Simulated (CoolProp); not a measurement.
Vapour-liquid equilibrium of toluene (1) + n-octane (2) at 978 kPa; x and y are mole fractions of (1).

Values from CoolProp's multi-fluid Helmholtz-energy mixture model, Lemmon 2006 and Beckmüller 2019; pair parameters Bell 2016.

```csv
x,bubble temperature (K),y at the bubble point,dew temperature at overall composition x (K),liquid density (mol/L)
0.05,[?],0.066,504.7,4.347
0.125,502.2,0.159,503.0,4.504
0.2,[?],0.248,[?],4.668
0.275,498.4,0.331,499.6,4.840
0.35,496.8,0.409,498.0,5.021
0.425,495.3,0.483,496.4,5.211
0.5,493.9,0.554,494.9,5.411
0.575,[?],0.623,493.6,5.623
0.65,491.7,0.689,492.3,[?]
0.725,490.8,0.755,[?],6.087
0.8,490.0,0.820,490.2,6.341
0.875,489.4,0.886,489.4,6.613
0.95,488.9,0.953,488.9,6.904
```

**Question.** Fill in the missing entries.

**Answer.** 
- 0.05, bubble temperature (K): 504.4
- 0.2, bubble temperature (K): 500.2
- 0.2, dew temperature at overall composition x (K): 501.3
- 0.575, bubble temperature (K): 492.7
- 0.65, liquid density (mol/L): 5.848
- 0.725, dew temperature at overall composition x (K): 491.2

No azeotrope shows between x = 0.05 and 0.95.

Pair parameters are fitted to limited data, so mixtures are less certain than the pure fluids.
